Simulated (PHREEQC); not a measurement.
A made-up water analysis in mg/L, 20 °C, pH 5.5, pe -0.9:

```json
[
 {"constituent": "Na", "mg/L": "0.00308"},
 {"constituent": "K", "mg/L": "0.00737"},
 {"constituent": "Ca", "mg/L": "0.0125"},
 {"constituent": "Mg", "mg/L": "0.00313"},
 {"constituent": "Cl", "mg/L": "0.0114"},
 {"constituent": "S(6) as SO4", "mg/L": "0.0121"},
 {"constituent": "Alkalinity as HCO3", "mg/L": "0.0373"},
 {"constituent": "N(-3) as NH4", "mg/L": "1.27e-05"},
 {"constituent": "Ba", "mg/L": "0.00388"},
 {"constituent": "Sr", "mg/L": "0.000629"},
 {"constituent": "F", "mg/L": "0.000638"},
 {"constituent": "Si as SiO2", "mg/L": "1.57e-05"},
 {"constituent": "B", "mg/L": "0.000279"}
]
```

Valence states are taken as typed.

All values are PHREEQC results (ion-association model, wateq4f.dat), not measurements.

No solid was allowed to form.

**Question.** Estimate the ionic strength.

**Answer.** ionic strength 5.02e-6 mol/kgw.

**Question.** In which forms is C present?

**Answer.** CO2 88 %, HCO3- 12 % of the C.

SiF6-2 is the database's only silicon fluoride. Real BF4- forms and hydrolyses slowly; the run takes it at equilibrium.
